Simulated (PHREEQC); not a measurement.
Make-up at 20 °C: 0.027 mol/kgw Ni(NO3)2. Closed to the air; pH follows from the charge balance.

Equilibrium calculation in PHREEQC: ion-association model, wateq4f.dat.

Question: The ionic strength comes out as 0.0810 mol/kgw. What activity coefficients do NiOH+, Ni+2, H+, NO3- get?

Answer: NiOH+ 0.79, Ni+2 0.40, H+ 0.84, NO3- 0.77.

This is a speciation only: nothing precipitates in the calculation.
